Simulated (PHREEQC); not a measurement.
Consider water at 25 °C with 0.069 mol CuSO4, 0.00011 mol HBF4 and 0.39 mol Na2SO4 per kg of water. Closed to the air; pH follows from the charge balance.

All values are PHREEQC results (ion-association model, phreeqc.dat), not measurements.

```json
[
 {"quantity": "pH", "before": "4.18", "after": "3.85"},
 {"quantity": "ionic strength (mol/kgw)", "before": "0.989", "after": "0.149"},
 {"quantity": "SO4-2 (mol/kgw)", "before": "0.270", "after": "0.0371"},
 {"quantity": "CuSO4 (mol/kgw)", "before": "0.0403", "after": "0.0317"},
 {"quantity": "Cu+2 (mol/kgw)", "before": "0.0287", "after": "0.0373"},
 {"quantity": "F- (mol/kgw)", "before": "0.000353", "after": "0.000318"}
]
```

**Question.** Name the change that produced these shifts.
A) HBF4 from 0.00011 to 0.000165 mol/kgw
B) HBF4 from 0.00011 to 0.000121 mol/kgw
C) HBF4 from 0.00011 to 0.00055 mol/kgw
D) Na2SO4 left out
E) temperature from 25 to 75 °C

**Answer.** D, Na2SO4 left out

This is a speciation only: nothing precipitates in the calculation. The ionic strength passes 0.7 mol/kgw, the rough limit of the ion-association models, in before. Real BF4- forms and hydrolyses slowly; the run takes it at equilibrium.
